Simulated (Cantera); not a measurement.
Feed: 1 mol Si, 2.3 mol HCl, 25 mol N2, held at 527 °C and 1.00 Torr.

These are equilibrium values from Cantera (NASA tables, ideal gas, pure condensed phases), not measurements of a reactor. Candidate condensed phases: NH4Cl, Si, Si3N4; 28 gas species. N2 is the only nitrogen source here; it is nearly inert below about 1500 K, so the nitride shown seldom forms there in practice. Rates play no part.

What is the equilibrium state?


- x(N2) = 0.920
- x(HCl) = 0.0595
- x(H2) = 0.0135
- x(SiCl4) = 0.00676
- x(SiHCl3) = 1.39e-6
- n(Si3N4(s)) = 0.273 mol
- gas amount = 26.57 mol
- log10 activity of Si(s) (absent) = -8.50
